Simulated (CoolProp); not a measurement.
Isopentane along the isotherm 482.7 K: fugacity coefficient from the reference equation and from simpler models built on Tc = 460.3 K, pc = 3.378 MPa, ω = 0.227; each cubic takes its own stable root.

Values from CoolProp's reference Helmholtz-energy equation of state, Lemmon 2006. It is a short technical equation, of lower accuracy than the large ones.

```json
[
 {"p (MPa)": "2.11", "phase": "gas", "reference": "0.8220", "van der Waals": "0.8363", "Redlich-Kwong": "0.8208", "Soave-Redlich-Kwong": "0.8247", "Peng-Robinson": "0.8068"},
 {"p (MPa)": "4.22", "phase": "supercritical", "reference": "0.6470", "van der Waals": "0.6594", "Redlich-Kwong": "0.6439", "Soave-Redlich-Kwong": "0.6541", "Peng-Robinson": "0.6285"},
 {"p (MPa)": "6.33", "phase": "supercritical", "reference": "0.4926", "van der Waals": "0.5141", "Redlich-Kwong": "0.4966", "Soave-Redlich-Kwong": "0.5097", "Peng-Robinson": "0.4840"},
 {"p (MPa)": "8.45", "phase": "supercritical", "reference": "0.4085", "van der Waals": "0.4405", "Redlich-Kwong": "0.4171", "Soave-Redlich-Kwong": "0.4294", "Peng-Robinson": "0.4035"},
 {"p (MPa)": "10.6", "phase": "supercritical", "reference": "0.3582", "van der Waals": "0.3987", "Redlich-Kwong": "0.3695", "Soave-Redlich-Kwong": "0.3811", "Peng-Robinson": "0.3545"},
 {"p (MPa)": "12.7", "phase": "supercritical", "reference": "0.3268", "van der Waals": "0.3746", "Redlich-Kwong": "0.3398", "Soave-Redlich-Kwong": "0.3510", "Peng-Robinson": "0.3234"},
 {"p (MPa)": "14.8", "phase": "supercritical", "reference": "0.3057", "van der Waals": "0.3605", "Redlich-Kwong": "0.3199", "Soave-Redlich-Kwong": "0.3307", "Peng-Robinson": "0.3020"},
 {"p (MPa)": "16.9", "phase": "supercritical", "reference": "0.2911", "van der Waals": "0.3530", "Redlich-Kwong": "0.3063", "Soave-Redlich-Kwong": "0.3170", "Peng-Robinson": "0.2869"}
]
```
